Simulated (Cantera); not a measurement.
Hydrocarbon pyrolysis for carbon deposition

An isothermal, constant-pressure homogeneous reactor starts with 4.64 % C₂H₆, 92.9 % N₂, 2.51 % H₂O, at 1598 K and 0.132 atm.

Model: GRI-Mech 3.0 (53 species, 325 reactions), integrated in Cantera. GRI-Mech 3.0 stops at C3 and has no aromatics, soot or wall deposition, so with more carbon than oxygen in the feed, carbon stays in small species such as C2H2 where larger ones or solid carbon would form.

```json
[
 {"t (s)": "0.000300", "x C₂H₆": "0.0152", "x CH₄": "0.00713", "x C₂H₄": "0.0200", "x CH₂": "1.27e-5", "x C₂H₂": "0.00314"},
 {"t (s)": "0.000895", "x C₂H₆": "0.00119", "x CH₄": "0.0129", "x C₂H₄": "0.0187", "x CH₂": "4.38e-6", "x C₂H₂": "0.0167"},
 {"t (s)": "0.00267", "x C₂H₆": "6.20e-5", "x CH₄": "0.0131", "x C₂H₄": "0.00871", "x CH₂": "5.00e-7", "x C₂H₂": "0.0278"},
 {"t (s)": "0.00797", "x C₂H₆": "1.09e-5", "x CH₄": "0.0129", "x C₂H₄": "0.00330", "x CH₂": "9.80e-8", "x C₂H₂": "0.0333"},
 {"t (s)": "0.0238", "x C₂H₆": "5.15e-6", "x CH₄": "0.0126", "x C₂H₄": "0.000630", "x CH₂": "5.03e-8", "x C₂H₂": "0.0360"},
 {"t (s)": "0.0709", "x C₂H₆": "4.56e-6", "x CH₄": "0.0119", "x C₂H₄": "0.000112", "x CH₂": "4.80e-8", "x C₂H₂": "0.0367"},
 {"t (s)": "0.212", "x C₂H₆": "3.49e-6", "x CH₄": "0.0102", "x C₂H₄": "9.29e-5", "x CH₂": "4.40e-8", "x C₂H₂": "0.0374"},
 {"t (s)": "0.631", "x C₂H₆": "1.88e-6", "x CH₄": "0.00722", "x C₂H₄": "7.14e-5", "x CH₂": "3.59e-8", "x C₂H₂": "0.0383"},
 {"t (s)": "1.88", "x C₂H₆": "7.08e-7", "x CH₄": "0.00424", "x C₂H₄": "5.84e-5", "x CH₂": "2.53e-8", "x C₂H₂": "0.0385"},
 {"t (s)": "5.62", "x C₂H₆": "3.12e-7", "x CH₄": "0.00294", "x C₂H₄": "5.51e-5", "x CH₂": "1.63e-8", "x C₂H₂": "0.0361"},
 {"t (s)": "16.8", "x C₂H₆": "1.16e-7", "x CH₄": "0.00196", "x C₂H₄": "5.31e-5", "x CH₂": "8.62e-9", "x C₂H₂": "0.0325"},
 {"t (s)": "50.0", "x C₂H₆": "1.93e-8", "x CH₄": "0.000820", "x C₂H₄": "5.22e-5", "x CH₂": "3.01e-9", "x C₂H₂": "0.0303"}
]
```
x: mole fraction; the columns are a selection and need not sum to one.

Equilibrium at this temperature and pressure: C₂H₆ 9.62e-10, CH₄ 0.000152, C₂H₄ 1.45e-5, CH₂ 5.30e-10, C₂H₂ 0.00829 (gas phase only).
